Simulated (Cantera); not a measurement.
## Thermodynamics of silicon carbide growth, feed SiF4 + C3H8 + H2

Feed: 1 mol SiF4, 0.058 mol C3H8, a varied amount of H2, held at 1077 °C and 0.133 bar.

Method: chemical equilibrium by Gibbs-energy minimisation in Cantera with the NASA 1993 tables (ideal gas, pure condensed phases). Candidate condensed phases: C, C6H6, C7H8, C8H18, Si, SiC; 113 gas species. The tables' values for SiF3, SiF2 are old estimates; treat these amounts as uncertain. Rates play no part.

| n(H2) (mol) | x H2 | x SiF4 | x HF | x SiHF3 | n C(graphite) | n SiC(s) |
|---|---|---|---|---|---|---|
| 1.5 | 0.626 | 0.358 | 0.00781 | 0.00425 | 0.173 | 0 |
| 3.2 | 0.767 | 0.219 | 0.00663 | 0.00375 | 0.172 | 0 |
| 6.7 | 0.868 | 0.121 | 0.00519 | 0.00299 | 0.169 | 0 |
| 14 | 0.930 | 0.0619 | 0.00384 | 0.00222 | 0.164 | 0 |
| 29 | 0.963 | 0.0306 | 0.00324 | 0.00134 | 0.145 | 0.00694 |
| 62 | 0.981 | 0.0142 | 0.00270 | 0.000762 | 0.105 | 0.0217 |
| 130 | 0.990 | 0.00652 | 0.00223 | 0.000428 | 0.0262 | 0.0487 |
| 270 | 0.995 | 0.00294 | 0.00154 | 0.000281 | 0 | 0.0705 |
| 570 | 0.997 | 0.00126 | 0.000985 | 0.000189 | 0 | 0.0898 |
| 1200 | 0.999 | 0.000514 | 0.000614 | 0.000124 | 0 | 0.109 |
x: gas mole fraction; n: condensed amount in mol.

From 1.5 mol H2 to 14 mol H2 the condensed part is C(graphite). From 29 mol H2 to 130 mol H2 the condensed part is C(graphite) + SiC(s). From 270 mol H2 to 1200 mol H2 the condensed part is SiC(s). The main Si-bearing gas is SiF4 throughout.
